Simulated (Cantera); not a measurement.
Input (Python, Cantera):

```python
import numpy as np
import cantera as ct

gas = ct.Solution("gri30.yaml")
gas.TPX = 1275, 51000, {'N2O': 1, 'H2': 0.014, 'N2': 1.4}
reactor = ct.IdealGasConstPressureReactor(gas, energy="off", clone=False)
net = ct.ReactorNet([reactor])
net.rtol, net.atol = 1e-08, 1e-18
show = ['N2O', 'H2', 'OH', 'NO', 'NO2']
times = np.geomspace(0.0002, 1, 13)

steps = ct.SolutionArray(gas, extra=["t"])
rows = []
print(f"{'t/s':>10s}{'T/K':>9s}{'P/Pa':>11s}" + "".join(f"{s:>11s}" for s in show))
for t in times:
    while net.time < t:
        t_next = net.step()
        steps.append(gas.state, t=t_next)
    rows.append([np.interp(t, steps.t, y) for y in (steps.T, steps.P, *steps(*show).X.T)])
    print(f"{t:10.3e}{rows[-1][0]:9.1f}{rows[-1][1]:11.4g}" + "".join(f"{x:11.3e}" for x in rows[-1][2:]))
rate = np.gradient(steps.T, steps.t)
print("integrator steps:", len(steps.t))
if steps.T.max() > steps.T[0] + 200:
    print(f"time of steepest temperature rise: {steps.t[rate.argmax()]:.4e} s")
gas.TPX = 1275, 51000, {'N2O': 1, 'H2': 0.014, 'N2': 1.4}
gas.equilibrate("TP")
print(f"equilibrium (TP): T = {gas.T:.1f} K  " + "  ".join(f"{s} {gas[s].X[0]:.3e}" for s in show))
```

Result:

```
       t/s      T/K       P/Pa        N2O         H2         OH         NO        NO2
 2.000e-04   1275.0    5.1e+04  4.140e-01  5.639e-03  1.903e-05  1.298e-05  1.135e-08
 4.067e-04   1275.0    5.1e+04  4.135e-01  5.247e-03  3.049e-05  3.342e-05  1.412e-07
 8.270e-04   1275.0    5.1e+04  4.123e-01  4.269e-03  3.974e-05  7.654e-05  7.980e-07
 1.682e-03   1275.0    5.1e+04  4.102e-01  2.666e-03  3.981e-05  1.483e-04  2.795e-06
 3.420e-03   1275.0    5.1e+04  4.076e-01  1.157e-03  3.092e-05  2.611e-04  9.715e-06
 6.955e-03   1275.0    5.1e+04  4.047e-01  3.379e-04  2.101e-05  4.651e-04  2.946e-05
 1.414e-02   1275.0    5.1e+04  4.002e-01  5.639e-05  1.559e-05  8.774e-04  6.385e-05
 2.876e-02   1275.0    5.1e+04  3.919e-01  2.471e-06  1.497e-05  1.722e-03  1.007e-04
 5.848e-02   1275.0    5.1e+04  3.756e-01  4.579e-08  1.600e-05  3.389e-03  1.307e-04
 1.189e-01   1275.0    5.1e+04  3.452e-01  3.818e-08  1.667e-05  6.510e-03  1.515e-04
 2.418e-01   1275.0    5.1e+04  2.924e-01  3.594e-08  1.673e-05  1.186e-02  1.668e-04
 4.918e-01   1275.0    5.1e+04  2.125e-01  3.407e-08  1.605e-05  1.966e-02  1.797e-04
 1.000e+00   1275.0    5.1e+04  1.184e-01  2.995e-08  1.434e-05  2.815e-02  1.893e-04
integrator steps: 1639
equilibrium (TP): T = 1275.0 K  N2O 1.521e-08  H2 9.103e-10  OH 1.929e-06  NO 3.099e-04  NO2 2.385e-06
```

Model: GRI-Mech 3.0 (53 species, 325 reactions), integrated in Cantera. GRI-Mech 3.0 was tuned for natural gas; its chemistry of N2O as a main component is partial and can be far from experiment. The mechanism lacks the step 2 NO + O2 → 2 NO2, which can matter for NO2 below about 1400 K. The temperature is held fixed by assumption; the heat of reaction is taken as removed at once.
